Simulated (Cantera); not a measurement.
Feed: 1 mol Si, 0.99 mol NH3, 70 mol H2, at 13.3 mbar.

These are equilibrium values from Cantera (NASA tables, ideal gas, pure condensed phases), not measurements of a reactor. Candidate condensed phases: Si, Si3N4; 18 gas species. Mutual solubility and eutectic melting of coexisting phases are not modelled. Gases not in the tables: Si2H6 and higher silanes. Kinetics and transport are ignored.

x: gas mole fraction; n: condensed amount in mol.

```tsv
T (K)	x H2	x H	x N2	x Si	n Si(s)	n Si3N4(s)	n Si(l)
1348	1.000	2.00e-5	0.000126	1.41e-8	0.271	0.243	0
1423	0.999	5.75e-5	0.000718	1.15e-7	0.335	0.222	0
1498	0.996	?	?	?	?	?	0
1573	0.993	0.000351	0.00688	4.12e-6	0.999	0	0
1648	0.992	0.000768	0.00687	1.93e-5	0.998	0	0
1723	0.991	0.00157	0.00687	7.38e-5	0	0	0.992
1798	0.990	0.00303	0.00686	0.000231	0	0	0.978
1873	0.987	?	0.00685	?	0	0	0.942
1948	0.981	0.00970	0.00683	0.00174	0	0	0.853
```

Q: Some entries are withheld; supply them.

A: 
- 1498, x H: 0.000149
- 1498, x N2: 0.00342
- 1498, x Si: 7.53e-7
- 1498, n Si(s): 0.625
- 1498, n Si3N4(s): 0.125
- 1873, x H: 0.00555
- 1873, x Si: 0.000661
